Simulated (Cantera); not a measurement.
An adiabatic, constant-volume homogeneous reactor starts with CH₄ : O₂ : N₂ = 1 : 2.56 : 9.64 (molar parts), equivalence ratio 0.78, at 1475 K and 1.40 bar.

Cantera simulation using GRI-Mech 3.0 (53 species, 325 reactions); the numbers are that mechanism's predictions, not measurements.

Task: Predict: time of steepest temperature rise; temperature at 3.00 s; equilibrium temperature; x(O₂) at 3.00 s; x(CO) at 3.00 s.

Result: 
| Property | Value |
|---|---|
| time of steepest temperature rise | 1.02 ms |
| temperature at 3.00 s | 2829 K |
| equilibrium temperature | 2829 K |
| x(O₂) at 3.00 s | 0.0421 (gas-phase equilibrium 0.0421) |
| x(CO) at 3.00 s | 0.0246 (gas-phase equilibrium 0.0246) |
